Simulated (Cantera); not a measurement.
Stirred combustor or abatement burner

A perfectly stirred reactor is fed with 3.95 % CH₄, 3.95 % H₂, 19.4 % O₂, 72.7 % N₂, equivalence ratio 0.51, at 0.296 atm; it is adiabatic with a 375 K inlet, and is followed from long to short residence time, starting on the burning branch (τ in s: 0.13, 0.057, 0.026, 0.012, 0.0055, 0.0025, 0.0012, 0.00053, 0.00024, 0.00011, 5.1e-05, 2.3e-05).

Detailed kinetics in Cantera: GRI-Mech 3.0 (53 species, 325 reactions).

```csv
τ (s),T (K),x CH₄,x H₂,x O₂,x CO₂,x C₂H₄,x CO
0.13,1582,1.50e-5,0.000272,0.0965,0.0398,7.42e-10,0.000451
0.057,1574,2.50e-5,0.000461,0.0965,0.0395,1.19e-9,0.000777
0.026,1561,4.10e-5,0.000748,0.0966,0.0389,1.87e-9,0.00129
0.012,1542,6.78e-5,0.00118,0.0968,0.0380,3.13e-9,0.00211
0.0055,1512,0.000117,0.00182,0.0974,0.0365,6.08e-9,0.00345
0.0025,1468,0.000220,0.00275,0.0986,0.0340,1.50e-8,0.00570
0.0012,1409,0.000450,0.00404,0.101,0.0300,4.80e-8,0.00927
0.00053,1305,0.00145,0.00739,0.109,0.0214,4.12e-7,0.0166
0.00024,375,0.0395,0.0395,0.194,<1e-12,<1e-12,<1e-12
0.00011,375,0.0395,0.0395,0.194,<1e-12,<1e-12,<1e-12
5.1e-5,375,0.0395,0.0395,0.194,<1e-12,<1e-12,<1e-12
2.3e-5,375,0.0395,0.0395,0.194,<1e-12,<1e-12,<1e-12
```
x: mole fraction; the columns are a selection and need not sum to one.
